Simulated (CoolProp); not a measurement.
Propane along the isobar 37.5 bar: Z from the reference equation and from simpler models built on Tc = 96.7 °C, pc = 42.51 bar, ω = 0.152; each cubic takes its own stable root.

Values from CoolProp's reference Helmholtz-energy equation of state, Lemmon 2009.

```json
[
 {"T (°C)": "-99.05", "phase": "liquid", "reference": "0.1771", "van der Waals": "0.2784", "Redlich-Kwong": "0.1883", "Soave-Redlich-Kwong": "0.1874", "Peng-Robinson": "0.1668"},
 {"T (°C)": "-69.85", "phase": "liquid", "reference": "0.1591", "van der Waals": "0.2483", "Redlich-Kwong": "0.1691", "Soave-Redlich-Kwong": "0.1675", "Peng-Robinson": "0.1488"},
 {"T (°C)": "-40.65", "phase": "liquid", "reference": "0.1466", "van der Waals": "0.2275", "Redlich-Kwong": "0.1565", "Soave-Redlich-Kwong": "0.1543", "Peng-Robinson": "0.1368"},
 {"T (°C)": "-11.45", "phase": "liquid", "reference": "0.1384", "van der Waals": "0.2137", "Redlich-Kwong": "0.1490", "Soave-Redlich-Kwong": "0.1463", "Peng-Robinson": "0.1295"},
 {"T (°C)": "17.75", "phase": "liquid", "reference": "0.1338", "van der Waals": "0.2062", "Redlich-Kwong": "0.1466", "Soave-Redlich-Kwong": "0.1433", "Peng-Robinson": "0.1267"},
 {"T (°C)": "46.95", "phase": "liquid", "reference": "0.1337", "van der Waals": "0.2063", "Redlich-Kwong": "0.1507", "Soave-Redlich-Kwong": "0.1470", "Peng-Robinson": "0.1300"},
 {"T (°C)": "76.15", "phase": "liquid", "reference": "0.1430", "van der Waals": "0.2247", "Redlich-Kwong": "0.1711", "Soave-Redlich-Kwong": "0.1666", "Peng-Robinson": "0.1482"},
 {"T (°C)": "105.35", "phase": "gas", "reference": "0.6267", "van der Waals": "0.6537", "Redlich-Kwong": "0.6287", "Soave-Redlich-Kwong": "0.6335", "Peng-Robinson": "0.6061"}
]
```
